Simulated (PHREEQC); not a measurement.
# Nickel, zinc or cadmium bath

Dissolve 0.034 mol/kgw CdSO4, 3.2e-05 mol/kgw NaCl and 3.4e-05 mol/kgw H2SO4 at 25 °C. Closed to the air; pH follows from the charge balance.

All values are PHREEQC results (ion-association model, phreeqc.dat), not measurements.

Each row changes one thing in this solution. No solid was allowed to form.

| case | pH | ionic strength (mol/kgw) | SO4-2 (mol/kgw) | HSO4- (mol/kgw) | Cl- (mol/kgw) |
|---|---|---|---|---|---|
| as made | 4.46 | 0.0722 | 0.0157 | 2.71e-5 | 1.89e-5 |
| CdSO4 left out | 4.17 | 0.000134 | 3.38e-5 | 2.11e-7 | 3.20e-5 |
| NaCl replaced by SrCl2 at the same molality | 4.46 | 0.0723 | 0.0157 | 2.71e-5 | 3.77e-5 |
| CdSO4 replaced by FeSO4 at the same molality | 4.54 | 0.0846 | 0.0211 | 2.99e-5 | 3.16e-5 |
| temperature from 25 to 80 °C | 4.79 | 0.0702 | 0.0156 | 4.96e-5 | 1.86e-5 |
| temperature from 25 to 90 °C | 4.87 | 0.0703 | 0.0157 | 5.44e-5 | 1.86e-5 |

Away from 25 °C the constants follow the database's enthalpies or fits; those with neither stay at their 25 °C values.
